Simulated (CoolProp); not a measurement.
Properties of oxygen at several states (Tc = -118.6 °C, pc = 50.46 bar, ω = 0.022).

Values from CoolProp's reference Helmholtz-energy equation of state, Schmidt 1985. Above 300 K oxygen's equation is extrapolated.

| T (°C) | p (bar) | phase | cp (kJ/(kg K)) | Prandtl number |
|---|---|---|---|---|
| 616.15 | 9.09 | gas | 1.073 | 0.747 |
| 525.15 | 94.3 | supercritical | … | … |
| 236.45 | 7.01 | gas | … | … |
| 34.35 | 21.9 | gas | 0.9522 | … |
| 121.65 | 7.24 | gas | 0.9453 | 0.717 |
| 394.15 | 0.133 | gas | 1.022 | … |

Question: What belongs in the gaps?

Answer: 
- 525.15, cp (kJ/(kg K)): 1.068
- 525.15, Prandtl number: 0.752
- 236.45, cp (kJ/(kg K)): 0.9779
- 236.45, Prandtl number: 0.724
- 34.35, Prandtl number: 0.732
- 394.15, Prandtl number: 0.736

Viscosity comes from a separate model (Lemmon 2004). Thermal conductivity comes from a separate model (Lemmon 2004).
